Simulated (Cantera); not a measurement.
Input: 1 mol Fe, 0.031 mol SO₂, 13 mol N₂, held at 1723.15 K and 0.00140 bar.

Method: chemical equilibrium by Gibbs-energy minimisation in Cantera with the NASA 1993 tables (ideal gas, pure condensed phases). Candidate condensed phases: Fe, FeO, FeS, FeSO₄, FeS₂, Fe₂O₃, Fe₂(SO₄)₃, Fe₃O₄, S; 19 gas species. Mutual solubility and eutectic melting of coexisting phases are not modelled. The tables' stoichiometric FeO is somewhat more stable than real wüstite, so its field is too wide. FeO: taken at fixed stoichiometry. Kinetics and transport are ignored.

Question: What is the equilibrium state?

Answer: 
| Quantity | Result |
|---|---|
| x(N₂) | 0.991 |
| x(Fe) | 0.00653 |
| x(SO₂) | 0.000932 |
| x(SO) | 0.000633 |
| x(S₂) | 0.000308 |
| x(S) | 0.000182 |
| x(FeO) | 2.80e-5 |
| x(NO) | 2.46e-6 |
| n(Fe(δ)) | 0.885 mol |
| n(FeO(l)) | 0.0288 mol |
| gas amount | 13.11 mol |
| log10 activity of S(l) (absent) | -4.59 |
